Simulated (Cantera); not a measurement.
Premixed flame

A freely propagating, adiabatic, planar premixed flame of CH4 : O2 : N2 = 1 : 2.15 : 8.09 (molar parts), equivalence ratio 0.93, unburnt at 550 K and 255 Torr; mixture-averaged transport, grid criteria slope 0.08 and curve 0.16, no radiation.

Detailed kinetics in Cantera: GRI-Mech 3.0 (53 species, 325 reactions). Burning velocities carry a grid error of a few per cent, more on coarse grids.

| z (mm) | T (K) | u (m/s) | x CH4 | x O2 | x OH | x HO2 | x CH2CO | x C2H |
|---|---|---|---|---|---|---|---|---|
| -2.63 | 550 | 1.37 | 0.0889 | 0.191 | <1e-8 | 1.02e-7 | <1e-8 | <1e-8 |
| -1.76 | 551 | 1.37 | 0.0887 | 0.191 | <1e-8 | 1.48e-6 | <1e-8 | <1e-8 |
| -1.32 | 554 | 1.38 | 0.0883 | 0.190 | 6.77e-8 | 8.26e-6 | <1e-8 | <1e-8 |
| -0.878 | 590 | 1.48 | 0.0857 | 0.187 | 3.85e-6 | 5.06e-5 | 2.11e-7 | <1e-8 |
| -0.439 | 917 | 2.33 | 0.0646 | 0.162 | 7.06e-5 | 8.01e-5 | 1.15e-5 | <1e-8 |
| -0.219 | 1310 | 3.37 | 0.0365 | 0.124 | 0.000543 | 0.000146 | 5.68e-5 | <1e-8 |
| 0 | 1686 | 4.38 | 0.00940 | 0.0770 | 0.00299 | 0.000118 | 7.88e-5 | 1.26e-7 |
| 0.219 | 1839 | 4.78 | 0.000867 | 0.0488 | 0.00717 | 1.87e-5 | 1.66e-5 | 9.19e-8 |
| 0.439 | 1875 | 4.86 | 4.24e-5 | 0.0383 | 0.00938 | 4.67e-6 | 9.67e-7 | <1e-8 |
| 0.878 | 1907 | 4.92 | 1.45e-7 | 0.0328 | 0.0104 | 3.43e-6 | <1e-8 | <1e-8 |
| 1.76 | 1951 | 5.01 | <1e-8 | 0.0301 | 0.0107 | 2.93e-6 | <1e-8 | <1e-8 |
| 3.51 | 2009 | 5.14 | <1e-8 | 0.0282 | 0.0105 | 2.43e-6 | <1e-8 | <1e-8 |
| 7.02 | 2081 | 5.30 | <1e-8 | 0.0259 | 0.0100 | 1.89e-6 | <1e-8 | <1e-8 |
x: mole fraction of selected species; z is measured from the peak of heat release.

```yaml
laminar_burning_velocity: 137 cm/s
thermal_thickness: 0.878 mm
peak x(OH): 0.0107
peak x(HO2): 0.000166
peak x(CH2CO): 8.67e-5
peak x(C2H): 1.77e-7
```
